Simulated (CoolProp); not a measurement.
Properties of carbon dioxide along the isobar 389 bar (Tc = 31.0 °C, pc = 73.77 bar, ω = 0.224).

Computed with CoolProp (reference Helmholtz-energy equation of state, Span 1996).

```
T (°C)          phase  density (kg/m³)  cv (kJ/(kg K))  expansivity (1/kK)  conductivity (mW/(m K))
------  -------------  ---------------  --------------  ------------------  -----------------------
-4.55          liquid             1093          0.9410               2.761                        …
13.05          liquid             1038          0.9271               3.016                      137
30.65          liquid            982.3          0.9171               3.306                      124
48.25   supercritical            924.2          0.9099               3.623                      111
65.85   supercritical            864.6          0.9052               3.947                      100
83.35   supercritical            804.8          0.9029               4.247                     91.0
100.95  supercritical            745.2          0.9015               4.480                        …
118.55  supercritical            687.9          0.9009                   …                     76.6
136.15  supercritical            634.7          0.9008               4.536                     71.3
153.75  supercritical            586.8          0.9011               4.376                     67.1
171.35  supercritical            544.3          0.9018               4.144                     63.7
188.85  supercritical            507.4          0.9030               3.877                     60.8
206.45  supercritical            475.1          0.9048               3.602                     59.2
```

Task: Fill in the missing entries.

Result: 
- -4.55, conductivity (mW/(m K)): 152
- 100.95, conductivity (mW/(m K)): 83.1
- 118.55, expansivity (1/kK): 4.582

Thermal conductivity comes from a separate model (Huber 2016).
